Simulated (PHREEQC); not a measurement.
Consider water at 25 °C with 0.23 mol/kgw H2SO4, 0.031 mol/kgw Li2SO4 and 0.0047 mol/kgw Fe2(SO4)3. Closed to the air; pH follows from the charge balance.

Equilibrium calculation in PHREEQC: ion-association model, phreeqc.dat.

Precipitation was switched off in this run.

Order these S species by the share of S that they hold, largest first: SO4-2, FeSO4+, LiSO4-, FeHSO4+2, HSO4-.

HSO4- (81 %), SO4-2 (14 %), FeHSO4+2 (1.7 %), FeSO4+ (1.4 %), LiSO4- (0.91 %)

The pH is 0.74 and the ionic strength 0.350 mol/kgw.
